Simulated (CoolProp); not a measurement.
Model: reference Helmholtz-energy equation of state, Jacobsen 1992, in CoolProp.

**Question.** For R11, give the phase and the density (kg/m³), cp (kJ/(kg K)), expansivity (1/kK) at 97.45 °C and 6.55 MPa; 162.15 °C and 6.55 MPa; 226.85 °C and 6.55 MPa.

**Answer.** 
- 97.45 °C and 6.55 MPa: liquid; density 1320, cp 0.949, expansivity 2.08
- 162.15 °C and 6.55 MPa: liquid; density 1110, cp 1.09, expansivity 3.64
- 226.85 °C and 6.55 MPa: supercritical; density 607, cp 2.20, expansivity 23.9
